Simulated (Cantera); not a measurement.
# Gas-phase reforming

An isothermal, constant-pressure homogeneous reactor starts with CH4 : CO2 : H2 = 0.22 : 3.2 : 0.063 (molar parts), at 1750 K and 1050 Torr.

Detailed kinetics in Cantera: GRI-Mech 3.0 (53 species, 325 reactions).

```tsv
t (s)	x CH4	x CO2	x H2	x C2H4	x HO2	x CO	x C2H2
3.00e-6	0.0631	0.919	0.0181	1.32e-9	<1e-12	2.01e-6	<1e-12
1.02e-5	0.0631	0.919	0.0181	7.03e-8	<1e-12	9.39e-6	1.20e-10
3.44e-5	0.0629	0.919	0.0181	2.82e-6	2.06e-12	5.72e-5	2.05e-8
0.000116	0.0623	0.918	0.0181	7.65e-5	3.06e-12	0.000444	2.93e-6
0.000393	0.0593	0.914	0.0185	0.000911	3.97e-12	0.00323	0.000212
0.00133	0.0487	0.893	0.0213	0.00223	5.62e-12	0.0162	0.00355
0.00451	0.0279	0.834	0.0178	0.00113	8.69e-12	0.0565	0.0132
0.0152	0.00669	0.753	0.00719	0.000177	1.28e-11	0.118	0.0197
0.0516	0.00105	0.694	0.00817	1.11e-5	1.51e-11	0.175	0.0116
0.175	0.000225	0.649	0.0111	8.70e-7	1.09e-11	0.223	0.00130
0.591	2.31e-8	0.643	0.0115	6.71e-11	1.66e-11	0.229	1.25e-7
2.00	1.85e-12	0.643	0.0115	<1e-12	1.66e-11	0.229	<1e-12
```
x: mole fraction; the columns are a selection and need not sum to one.

Equilibrium at this temperature and pressure: CH4 1.92e-12, CO2 0.643, H2 0.0115, C2H4 <1e-12, HO2 1.66e-11, CO 0.229, C2H2 <1e-12 (gas phase only).
